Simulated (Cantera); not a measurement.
Feed: 1 mol Si₃N₄, 0.0075 mol C, 0.28 mol H₂, at 1573.15 K and 2.60 bar.

These are equilibrium values from Cantera (NASA tables, ideal gas, pure condensed phases), not measurements of a reactor. Candidate condensed phases: C, C₆H₆, C₇H₈, C₈H₁₈, Si, SiC, Si₃N₄; 105 gas species. Mutual solubility and eutectic melting of coexisting phases are not modelled. Rates play no part.

Base state: H₂ 0.982, N₂ 0.0164, CH₄ 0.00164, HCN 7.84e-5, H 2.50e-5, NH₃ 1.63e-5 (mole fractions); condensed: SiC(s) + Si₃N₄(s).

Task: What changes in the equilibrium state with this change: C from 0.0075 to 0.035 mol?

Result: 
```json
[
 {"species": "H₂", "before": "0.982", "after": "0.921"},
 {"species": "N₂", "before": "0.0164", "after": "0.0742"},
 {"species": "CH₄", "before": "0.00164", "after": "0.00396"},
 {"species": "C₂H₂ (acetylene)", "before": "2.59e-6", "after": "1.82e-5"},
 {"species": "HCN", "before": "7.84e-5", "after": "0.000442"},
 {"species": "NH₃", "before": "1.63e-5", "after": "3.14e-5"},
 {"species": "H", "before": "2.50e-5", "after": "2.42e-5"},
 {"species": "SiC(s), mol", "before": "0.00701", "after": "0.0337"},
 {"species": "Si₃N₄(s), mol", "before": "0.998", "after": "0.989"}
]
```

Task: What changes in the equilibrium state with this change: pressure from 2.60 bar to 2.20 Pa?

Result: 
```json
[
 {"species": "N₂", "before": "0.0164", "after": "0.874"},
 {"species": "H₂", "before": "0.982", "after": "0.121"},
 {"species": "H", "before": "2.50e-5", "after": "0.00302"},
 {"species": "Si", "before": "<1e-9", "after": "0.00251"},
 {"species": "CH₄", "before": "0.00164", "after": "<1e-9"},
 {"species": "Si₂N", "before": "<1e-9", "after": "1.71e-5"},
 {"species": "NH₃", "before": "1.63e-5", "after": "<1e-9"},
 {"species": "SiN", "before": "<1e-9", "after": "1.05e-5"},
 {"species": "HCN", "before": "7.84e-5", "after": "5.37e-6"},
 {"species": "SiC(s), mol", "before": "0.00701", "after": "0.00747"},
 {"species": "Si₃N₄(s), mol", "before": "0.998", "after": "0"},
 {"species": "Si(s), mol", "before": "0", "after": "2.99"}
]
```
The tables' values for SiN are old estimates; treat these amounts as uncertain.

Task: What changes in the equilibrium state with this change: temperature from 1573.15 K to 2625 K?

Result: 
```
species         before     after
-------------  -------  --------
N₂              0.0164     0.866
H₂               0.982     0.115
H              2.50e-5   0.00893
Si               <1e-9   0.00445
SiN              <1e-9  0.000562
Si₂N             <1e-9  0.000460
SiC(s), mol    0.00701         0
Si₃N₄(s), mol    0.998         0
Si(l), mol           0      2.98
```
The tables' values for SiN are old estimates; treat these amounts as uncertain. Gases not in the tables: Si₂H₆ and higher silanes.
